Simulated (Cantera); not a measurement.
Moist CO burnout

An isothermal, constant-pressure homogeneous reactor starts with 0.476 % CO, 8.37 % O2, 3.00 % H2O, 88.2 % N2, at 1000 K and 2.86 atm.

Detailed kinetics in Cantera: GRI-Mech 3.0 (53 species, 325 reactions).

```csv
t (s),x CO,x O2,x H2O,x N2O,x NO
2.00e-5,0.00476,0.0837,0.0300,<1e-12,<1e-12
7.17e-5,0.00476,0.0837,0.0300,<1e-12,<1e-12
0.000257,0.00476,0.0837,0.0300,<1e-12,<1e-12
0.000921,0.00476,0.0837,0.0300,<1e-12,<1e-12
0.00330,0.00476,0.0837,0.0300,1.72e-12,<1e-12
0.0118,0.00476,0.0837,0.0300,1.10e-11,<1e-12
0.0424,0.00475,0.0837,0.0300,2.67e-10,<1e-12
0.152,0.00442,0.0836,0.0300,8.15e-9,<1e-12
0.545,0.00323,0.0830,0.0300,3.71e-8,<1e-12
1.95,0.00134,0.0822,0.0300,9.24e-8,3.45e-12
7.00,0.000271,0.0817,0.0300,1.31e-7,3.34e-12
```
x: mole fraction; the columns are a selection and need not sum to one.

Equilibrium at this temperature and pressure: CO <1e-12, O2 0.0815, H2O 0.0300, N2O 3.08e-9, NO 2.08e-5 (gas phase only).
